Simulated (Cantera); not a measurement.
Input: 1 mol Fe(CO)5, 0.42 mol N2, at 1475 K and 1 atm.

Cantera equilibrium calculation (NASA polynomials, part measured and part estimated; ideal gas, pure solids and liquids). Candidate condensed phases: C, Fe, Fe(CO)5, FeO, Fe2O3, Fe3O4; 27 gas species. Iron dissolves carbon and melts from about 1420 K in contact with it, which pure phases cannot show. Condensed phases not in the tables: cementite and carbon dissolved in iron. Kinetics and transport are ignored.

Base state: CO 0.922, N2 0.0775, CO2 0.000715 (mole fractions); condensed: C(graphite) + Fe(γ).

Question: What changes in the equilibrium state with this change: temperature from 1475 K to 1200 K?

Answer: 
```csv
species,before,after
CO,0.922,0.906
N2,0.0775,0.0787
CO2,0.000715,0.0157
"C(graphite), mol",0.00387,0.0838
"Fe(γ), mol",1.00,1.00
```

Question: What changes in the equilibrium state with this change: temperature from 1475 K to 700 K?

Answer: 
```tsv
species	before	after
CO2	0.000715	0.801
N2	0.0775	0.185
CO	0.922	0.0140
C(graphite), mol	0.00387	3.15
Fe(γ), mol	1.00	0
Fe3O4(s), mol	0	0.333
```

Question: What changes in the equilibrium state with this change: temperature from 1475 K to 1375 K?

Answer: 
```tsv
species	before	after
CO	0.922	0.920
N2	0.0775	0.0776
CO2	0.000715	0.00191
C(graphite), mol	0.00387	0.0103
Fe(γ), mol	1.00	1.00
```
